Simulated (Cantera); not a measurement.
Charge: 1 mol SiC, 3.1 mol N2O, 130 mol H2, held at 2150 K and 2.50 bar.

Method: chemical equilibrium by Gibbs-energy minimisation in Cantera with the NASA 1993 tables (ideal gas, pure condensed phases). Candidate condensed phases: C, C6H6, C7H8, C8H18, H2O, Si, SiC, SiO2, Si2N2O, Si3N4; 151 gas species. The numbers say what is thermodynamically allowed, not how fast it happens.

Base state: H2 0.952, N2 0.0229, H2O 0.00812, SiO 0.00739, CO 0.00738, H 0.00260, CO2 1.23e-5 (mole fractions); condensed: gas only.

**Question.** What changes in the equilibrium state with this change: N2O from 3.1 to 0.03 mol?

**Answer.** 
```csv
species,before,after
H2,0.952,0.996
H,0.00260,0.00266
N2,0.0229,0.000203
H2O,0.00812,1.68e-7
SiH2,2.33e-7,0.000157
C2H2 (acetylene),<1e-9,3.59e-5
CO2,1.23e-5,<1e-9
"SiC(s), mol",0,0.952
```
Gases not in the tables: Si2H6 and higher silanes.

**Question.** What changes in the equilibrium state with this change: temperature from 2150 K to 1525 K?

**Answer.** 
```csv
species,before,after
H2,0.952,0.968
N2,0.0229,0.0231
CO,0.00738,0.00730
SiO,0.00739,1.50e-6
H2O,0.00812,0.000901
CH4,9.69e-8,0.000151
H,0.00260,1.47e-5
"SiO2(β-quartz), mol",0,1.000
```
The tables hold silica as quartz up to 1696 K and as liquid above; real silica turns to tridymite and cristobalite and melts near 1996 K.
